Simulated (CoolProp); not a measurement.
The fluid at 298.15 K and 11.3 MPa is throttled through a valve to 2.51 MPa with no heat exchange. The same conditions are run with several fluids, on thermodynamics alone (safety and materials aside).

Computed with CoolProp (reference Helmholtz-energy equation of state of each fluid (C2F6 (R116): Lemmon 2006; ethylene: Smukala 2000; carbon monoxide: Lemmon 2006; nitrogen: Span 2000; dry air: Lemmon 2000)). Blends and air are pseudo-pure fits.

Rank C2F6 (R116), ethylene, carbon monoxide, nitrogen, dry air by temperature change (K), highest first.

C2F6 (R116) (-13.0), nitrogen (-15.1), dry air (-16.5), carbon monoxide (-17.6), ethylene (-45.3)

```tsv
fluid	final phase	final density (kg/m³)
C2F6 (R116)	two-phase, vapour fraction 0.130	747
ethylene	two-phase, vapour fraction 0.457	94.3
carbon monoxide	gas	30.5
nitrogen	gas	30.1
dry air	gas	31.4
```
